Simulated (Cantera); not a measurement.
**Gas activation for diamond growth**

An isothermal, constant-pressure homogeneous reactor starts with CH4 : H2 : CO2 = 0.0067 : 1 : 0.025 (molar parts), at 2873 K and 29.3 Torr.

Computed with Cantera and GRI-Mech 3.0 (53 species, 325 reactions). Radical loss at walls, strong at low pressure, is not modelled.

```json
[
 {"t (s)": "4.00e-6", "x CH4": "0.00630", "x H2": "0.969", "x CO2": "0.0242", "x OH": "1.06e-6", "x O2": "1.83e-12", "x HCO": "4.14e-10"},
 {"t (s)": "1.20e-5", "x CH4": "0.00615", "x H2": "0.968", "x CO2": "0.0241", "x OH": "3.74e-6", "x O2": "2.12e-11", "x HCO": "2.44e-9"},
 {"t (s)": "3.62e-5", "x CH4": "0.00579", "x H2": "0.963", "x CO2": "0.0235", "x OH": "1.24e-5", "x O2": "2.58e-10", "x HCO": "3.48e-8"},
 {"t (s)": "0.000109", "x CH4": "0.00491", "x H2": "0.949", "x CO2": "0.0188", "x OH": "5.05e-5", "x O2": "2.40e-9", "x HCO": "2.76e-7"},
 {"t (s)": "0.000328", "x CH4": "0.00293", "x H2": "0.914", "x CO2": "0.00341", "x OH": "0.000251", "x O2": "4.76e-8", "x HCO": "8.94e-7"},
 {"t (s)": "0.000988", "x CH4": "0.000591", "x H2": "0.887", "x CO2": "8.29e-5", "x OH": "0.000453", "x O2": "1.86e-7", "x HCO": "6.41e-7"},
 {"t (s)": "0.00297", "x CH4": "0.000101", "x H2": "0.863", "x CO2": "7.87e-5", "x OH": "0.000558", "x O2": "2.97e-7", "x HCO": "3.17e-7"},
 {"t (s)": "0.00894", "x CH4": "6.08e-8", "x H2": "0.813", "x CO2": "7.41e-5", "x OH": "0.000801", "x O2": "6.55e-7", "x HCO": "1.03e-7"},
 {"t (s)": "0.0269", "x CH4": "9.62e-12", "x H2": "0.708", "x CO2": "7.06e-5", "x OH": "0.00143", "x O2": "2.39e-6", "x HCO": "6.09e-8"},
 {"t (s)": "0.0810", "x CH4": "<1e-12", "x H2": "0.591", "x CO2": "6.56e-5", "x OH": "0.00210", "x O2": "6.22e-6", "x HCO": "3.73e-8"},
 {"t (s)": "0.244", "x CH4": "<1e-12", "x H2": "0.561", "x CO2": "6.40e-5", "x OH": "0.00227", "x O2": "7.62e-6", "x HCO": "3.31e-8"},
 {"t (s)": "0.734", "x CH4": "<1e-12", "x H2": "0.561", "x CO2": "6.40e-5", "x OH": "0.00227", "x O2": "7.63e-6", "x HCO": "3.31e-8"},
 {"t (s)": "2.21", "x CH4": "<1e-12", "x H2": "0.561", "x CO2": "6.40e-5", "x OH": "0.00227", "x O2": "7.63e-6", "x HCO": "3.31e-8"},
 {"t (s)": "6.65", "x CH4": "<1e-12", "x H2": "0.561", "x CO2": "6.40e-5", "x OH": "0.00227", "x O2": "7.63e-6", "x HCO": "3.31e-8"},
 {"t (s)": "20.0", "x CH4": "<1e-12", "x H2": "0.561", "x CO2": "6.40e-5", "x OH": "0.00227", "x O2": "7.63e-6", "x HCO": "3.31e-8"}
]
```
x: mole fraction; the columns are a selection and need not sum to one.

Equilibrium at this temperature and pressure: CH4 <1e-12, H2 0.561, CO2 6.40e-5, OH 0.00227, O2 7.63e-6, HCO 3.31e-8 (gas phase only).
